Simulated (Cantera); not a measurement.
A Cantera script and its output.

```python
import numpy as np
import cantera as ct

gas = ct.Solution("gri30.yaml")
gas.TPX = 1025, 100000, {'N2O': 1}
inlet = ct.Reservoir(gas, clone=True)

reactor = ct.IdealGasConstPressureReactor(gas, energy="off", clone=False)
exhaust = ct.Reservoir(gas, clone=True)
tau = [26, 9.7, 3.6, 1.3, 0.5, 0.19, 0.069, 0.026, 0.0096, 0.0036, 0.0013][0]
for a, b in ((inlet, reactor), (reactor, exhaust)):
    ct.MassFlowController(a, b, mdot=lambda t: reactor.mass / tau)
net = ct.ReactorNet([reactor])
show = ['N2O', 'NO', 'NO2', 'O', 'O2']

rows = []
print(f"{'tau/s':>10s}{'T/K':>9s}" + "".join(f"{s:>11s}" for s in show))
for tau in [26, 9.7, 3.6, 1.3, 0.5, 0.19, 0.069, 0.026, 0.0096, 0.0036, 0.0013]:
    net.initial_time = 0.0
    net.advance(30 * tau)
    before = gas.X
    net.advance(40 * tau)
    drift = np.max(np.abs(gas.X - before) / (gas.X + 1e-9))
    rows.append([gas.T, *gas[show].X, drift])
    print(f"{tau:10.3e}{gas.T:9.1f}" + "".join(f"{x:11.3e}" for x in gas[show].X))
```

Result:

```
     tau/s      T/K        N2O         NO        NO2          O         O2
 2.600e+01   1025.0  7.063e-01  8.026e-03  1.280e-04  5.629e-08  9.378e-02
 9.700e+00   1025.0  8.596e-01  4.075e-03  6.370e-05  6.293e-08  4.472e-02
 3.600e+00   1025.0  9.414e-01  1.747e-03  2.604e-05  6.633e-08  1.862e-02
 1.300e+00   1025.0  9.778e-01  6.710e-04  8.861e-06  6.781e-08  7.058e-03
 5.000e-01   1025.0  9.913e-01  2.645e-04  2.717e-06  6.835e-08  2.763e-03
 1.900e-01   1025.0  9.967e-01  1.017e-04  6.579e-07  6.854e-08  1.057e-03
 6.900e-02   1025.0  9.988e-01  3.717e-05  1.174e-07  6.860e-08  3.849e-04
 2.600e-02   1025.0  9.995e-01  1.404e-05  1.904e-08  6.860e-08  1.451e-04
 9.600e-03   1025.0  9.998e-01  5.187e-06  2.740e-09  6.855e-08  5.357e-05
 3.600e-03   1025.0  9.999e-01  1.942e-06  3.920e-10  6.841e-08  2.005e-05
 1.300e-03   1025.0  1.000e+00  6.974e-07  5.096e-11  6.802e-08  7.200e-06
```

Computed with Cantera and GRI-Mech 3.0 (53 species, 325 reactions). GRI-Mech 3.0 was tuned for natural gas; its chemistry of N2O as a main component is partial and can be far from experiment. The mechanism lacks the step 2 NO + O2 → 2 NO2, which can matter for NO2 below about 1400 K. The temperature is held fixed by assumption; the heat of reaction is taken as removed at once.
